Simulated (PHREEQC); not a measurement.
A solution holds 0.0072 mol ZnBr2 per kg of water, at 20 °C. Closed to the air; pH follows from the charge balance.

Model: ion-association model, phreeqc.dat, run in PHREEQC.

Question: The ionic strength comes out as 0.0216 mol/kgw. What activity coefficients do Zn+2, H+, ZnBr+, Br-, ZnOH+ get?

Answer: Zn+2 0.58, H+ 0.89, ZnBr+ 0.87, Br- 0.86, ZnOH+ 0.87.

This is a speciation only: nothing precipitates in the calculation. Complexes and solids missing from the database can't appear.
